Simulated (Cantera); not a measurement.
What does this Cantera script print?

```python
import numpy as np
import cantera as ct

gas_names = """
    H H2 N NH NH2 NH3 N2 N2H2 N2H4 V VN
""".split()
cond_names = """
    V(cr) V(L) VN(s)
""".split()


def load(file, names, dense=False):
    # The tables refer to 1 bar. Condensed volumes are neglected.
    table = {s.name: s for s in ct.Species.list_from_file(file)}
    out = []
    for n in names:
        d = dict(table[n].input_data)
        d["thermo"] = dict(d["thermo"], **{"reference-pressure": 1e5})
        if dense:
            d["equation-of-state"] = {"model": "constant-volume", "density": "1e6 g/cm^3"}
        out.append(ct.Species.from_dict(d))
    return out


gas = ct.Solution(thermo="ideal-gas", species=load("nasa_gas.yaml", gas_names))
cond = {s.name: ct.Solution(thermo="fixed-stoichiometry", species=[s], name=s.name)
        for s in load("nasa_condensed.yaml", cond_names, dense=True)}
atoms = {
    'V': {'V': 1},
    'NH3': {'N': 1, 'H': 3},
    'H2': {'H': 2},
}
top_T = {'VN(s)': 2300}  # K; cautious upper limits of use, not melting points


def equilibrate(T, P, feed):
    n = {}
    for name, mol in feed.items():
        for a, k in atoms[name].items():
            n[a] = n.get(a, 0.0) + k * mol
    gas.TPX = T, P, n
    mass = sum(n.values()) * gas.mean_molecular_weight
    gas.equilibrate("TP")
    valid = [c for c in cond.values() if c.min_temp <= T <= top_T.get(c.name, c.max_temp)]
    mix = ct.Mixture([(gas, mass / gas.mean_molecular_weight)] + [(c, 0.0) for c in valid])
    mix.T, mix.P = T, P
    mix.equilibrate("TP", solver="vcs", rtol=1e-11, max_steps=5000)
    return mix


results = []
feed = {'V': 1, 'NH3': 1.1, 'H2': 9.3}  # mol
P = 133.322  # Pa
for T in [1450, 1500, 1550, 1600, 1650, 1700, 1750, 1800, 1850, 1900, 1950]:
    mix = equilibrate(T, P, feed)
    results.append((T, P, feed, dict(zip(mix.species_names, mix.species_moles))))
    x = sorted(zip(gas.X, gas.species_names), reverse=True)
    print(f"T = {T:g} K  P = {P:g} Pa  gas = {mix.phase_moles(0):.4g} mol")
    print("   x: " + "  ".join(f"{s} {v:.3e}" for v, s in x if v > 0.001))
    print("   condensed (mol): " + ("  ".join(f"{mix.phase(i).name} {mix.phase_moles(i):.4g}"
          for i in range(1, mix.n_phases) if mix.phase_moles(i) > 1e-12) or "none"))
```

It prints:

```
T = 1450 K  P = 133.322 Pa  gas = 11 mol
   x: H2 9.952e-01  N2 4.545e-03
   condensed (mol): VN(s) 1
T = 1500 K  P = 133.322 Pa  gas = 11 mol
   x: H2 9.950e-01  N2 4.544e-03
   condensed (mol): VN(s) 1
T = 1550 K  P = 133.322 Pa  gas = 11 mol
   x: H2 9.946e-01  N2 4.544e-03
   condensed (mol): VN(s) 1
T = 1600 K  P = 133.322 Pa  gas = 11.01 mol
   x: H2 9.940e-01  N2 4.542e-03  H 1.485e-03
   condensed (mol): VN(s) 1
T = 1650 K  P = 133.322 Pa  gas = 11.04 mol
   x: H2 9.902e-01  N2 7.321e-03  H 2.476e-03
   condensed (mol): V(cr) 0.06169  VN(s) 0.9383
T = 1700 K  P = 133.322 Pa  gas = 11.17 mol
   x: H2 9.781e-01  N2 1.792e-02  H 3.991e-03
   condensed (mol): V(cr) 0.3004  VN(s) 0.6996
T = 1750 K  P = 133.322 Pa  gas = 11.46 mol
   x: H2 9.521e-01  N2 4.162e-02  H 6.215e-03
   condensed (mol): V(cr) 0.854  VN(s) 0.1457
T = 1800 K  P = 133.322 Pa  gas = 11.56 mol
   x: H2 9.428e-01  N2 4.760e-02  H 9.522e-03
   condensed (mol): V(cr) 0.9993
T = 1850 K  P = 133.322 Pa  gas = 11.58 mol
   x: H2 9.381e-01  N2 4.748e-02  H 1.429e-02
   condensed (mol): V(cr) 0.9983
T = 1900 K  P = 133.322 Pa  gas = 11.63 mol
   x: H2 9.314e-01  N2 4.731e-02  H 2.097e-02
   condensed (mol): V(cr) 0.9959
T = 1950 K  P = 133.322 Pa  gas = 11.69 mol
   x: H2 9.220e-01  N2 4.707e-02  H 3.015e-02
   condensed (mol): V(cr) 0.9907
```

Cantera equilibrium calculation (NASA polynomials, part measured and part estimated; ideal gas, pure solids and liquids). Mutual solubility and eutectic melting of coexisting phases are not modelled. VN: taken at fixed stoichiometry. Condensed phases not in the tables: V2N, N, O or C dissolved in the metal.
